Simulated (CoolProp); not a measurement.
Properties of CH2F2 (R32) at several states.

Computed with CoolProp (reference Helmholtz-energy equation of state, Tillner-Roth 1997).

```tsv
T (°C)	p (MPa)	phase	Z	cv (kJ/(kg K))	isothermal compressibility (1/MPa)	viscosity (µPa s)	Prandtl number	fugacity coefficient
116.95	0.636	gas	0.9704	0.8271	1.621	17.4	0.782	0.9710
-99.45	0.0539	liquid	0.001451	[?]	0.0007931	678	4.72	0.07405
134.95	0.0102	gas	0.9996	0.8405	98.08	18.1	0.770	0.9996
85.65	11.5	supercritical	0.2702	1.024	[?]	[?]	1.67	0.4036
-89.75	17.1	liquid	0.4380	0.9810	[?]	631	4.35	0.0008149
```

Q: What belongs in the gaps?

A: 
- -99.45, cv (kJ/(kg K)): 0.9901
- 85.65, isothermal compressibility (1/MPa): 0.02537
- 85.65, viscosity (µPa s): 65.6
- -89.75, isothermal compressibility (1/MPa): 0.0007726

Viscosity comes from a separate model (Bell 2016), an estimate that may be off by 10 % or more. Thermal conductivity comes from a separate model (Huber 2003), an estimate that may be off by 10 % or more.
